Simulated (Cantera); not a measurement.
Charge: 1 mol B2H6, 2.3 mol O2, 0.35 mol N2, held at 170 Pa.

These are equilibrium values from Cantera (NASA tables, ideal gas, pure condensed phases), not measurements of a reactor. Candidate condensed phases: B, BN, B2O3, B3O3H3, H2O; 39 gas species. The feed counts by its element totals alone. Gases not in the tables: H3BO3. Rates play no part.

### Question
Which condensed phases are stable at each of these points (T (K)): 850, 1000, 1150, 1300, 1450, 1600, 1750, 1900, 2050, 2200, 2350?

### Answer
```
T (K)  condensed phases  B condensed (%)
-----  ----------------  ---------------
850             B2O3(l)             99.5
1000            B2O3(l)             99.7
1150            B2O3(l)             98.8
1300            B2O3(l)             91.4
1450            B2O3(l)             58.7
1600           gas only              0.0
1750           gas only              0.0
1900           gas only              0.0
2050           gas only              0.0
2200           gas only              0.0
2350           gas only              0.0
```

From 850 K to 1450 K the condensed part is B2O3(l). From 1600 K to 2350 K nothing is condensed.
